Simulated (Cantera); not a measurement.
**Adiabatic ignition**

An adiabatic, constant-pressure homogeneous reactor starts with CH₄ : H₂ : O₂ : N₂ = 1 : 1.2 : 5.65 : 21.3 (molar parts), at 1375 K and 750 Torr.

Computed with Cantera and GRI-Mech 3.0 (53 species, 325 reactions).

```json
[
 {"t (s)": "4.00e-6", "T (K)": "1375", "x CH₄": "0.0343", "x H₂": "0.0412", "x O₂": "0.194", "x C₂H₄": "<1e-12", "x CO₂": "<1e-12"},
 {"t (s)": "9.59e-6", "T (K)": "1375", "x CH₄": "0.0343", "x H₂": "0.0412", "x O₂": "0.194", "x C₂H₄": "<1e-12", "x CO₂": "1.04e-12"},
 {"t (s)": "2.30e-5", "T (K)": "1375", "x CH₄": "0.0343", "x H₂": "0.0412", "x O₂": "0.194", "x C₂H₄": "3.73e-11", "x CO₂": "5.44e-11"},
 {"t (s)": "5.52e-5", "T (K)": "1375", "x CH₄": "0.0342", "x H₂": "0.0411", "x O₂": "0.194", "x C₂H₄": "3.12e-8", "x CO₂": "3.60e-8"},
 {"t (s)": "0.000132", "T (K)": "1580", "x CH₄": "0.0167", "x H₂": "0.0363", "x O₂": "0.169", "x C₂H₄": "0.000489", "x CO₂": "0.000844"},
 {"t (s)": "0.000317", "T (K)": "2217", "x CH₄": "<1e-12", "x H₂": "0.00278", "x O₂": "0.104", "x C₂H₄": "<1e-12", "x CO₂": "0.0298"},
 {"t (s)": "0.000761", "T (K)": "2313", "x CH₄": "<1e-12", "x H₂": "0.000985", "x O₂": "0.105", "x C₂H₄": "<1e-12", "x CO₂": "0.0331"},
 {"t (s)": "0.00183", "T (K)": "2324", "x CH₄": "<1e-12", "x H₂": "0.000792", "x O₂": "0.105", "x C₂H₄": "<1e-12", "x CO₂": "0.0335"},
 {"t (s)": "0.00438", "T (K)": "2323", "x CH₄": "<1e-12", "x H₂": "0.000789", "x O₂": "0.105", "x C₂H₄": "<1e-12", "x CO₂": "0.0335"},
 {"t (s)": "0.0105", "T (K)": "2322", "x CH₄": "<1e-12", "x H₂": "0.000784", "x O₂": "0.104", "x C₂H₄": "<1e-12", "x CO₂": "0.0335"},
 {"t (s)": "0.0252", "T (K)": "2319", "x CH₄": "<1e-12", "x H₂": "0.000775", "x O₂": "0.103", "x C₂H₄": "<1e-12", "x CO₂": "0.0335"},
 {"t (s)": "0.0604", "T (K)": "2313", "x CH₄": "<1e-12", "x H₂": "0.000757", "x O₂": "0.102", "x C₂H₄": "<1e-12", "x CO₂": "0.0336"},
 {"t (s)": "0.145", "T (K)": "2307", "x CH₄": "<1e-12", "x H₂": "0.000739", "x O₂": "0.100", "x C₂H₄": "<1e-12", "x CO₂": "0.0336"},
 {"t (s)": "0.348", "T (K)": "2305", "x CH₄": "<1e-12", "x H₂": "0.000732", "x O₂": "0.0998", "x C₂H₄": "<1e-12", "x CO₂": "0.0336"},
 {"t (s)": "0.834", "T (K)": "2305", "x CH₄": "<1e-12", "x H₂": "0.000732", "x O₂": "0.0998", "x C₂H₄": "<1e-12", "x CO₂": "0.0336"},
 {"t (s)": "2.00", "T (K)": "2305", "x CH₄": "<1e-12", "x H₂": "0.000732", "x O₂": "0.0998", "x C₂H₄": "<1e-12", "x CO₂": "0.0336"}
]
```
x: mole fraction; the columns are a selection and need not sum to one.

time of steepest temperature rise: 0.140 ms
temperature at 2.00 s: 2305 K
equilibrium temperature: 2305 K
x(CH₄) at 2.00 s: <1e-12 (gas-phase equilibrium <1e-12)
x(H₂) at 2.00 s: 0.000732 (gas-phase equilibrium 0.000732)
x(O₂) at 2.00 s: 0.0998 (gas-phase equilibrium 0.0998)
